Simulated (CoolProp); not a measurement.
Values from CoolProp's reference Helmholtz-energy equation of state, Span 2003. It is a short technical equation, of lower accuracy than the large ones.

Problem. For n-heptane, give the phase and the cp (kJ/(kg K)), isothermal compressibility (1/MPa), expansivity (1/kK), fugacity coefficient at 519.4 K and 8.74 MPa.

Solution. 
- 519.4 K and 8.74 MPa: liquid; cp 3.20, isothermal compressibility 0.0124, expansivity 2.57, fugacity coefficient 0.230
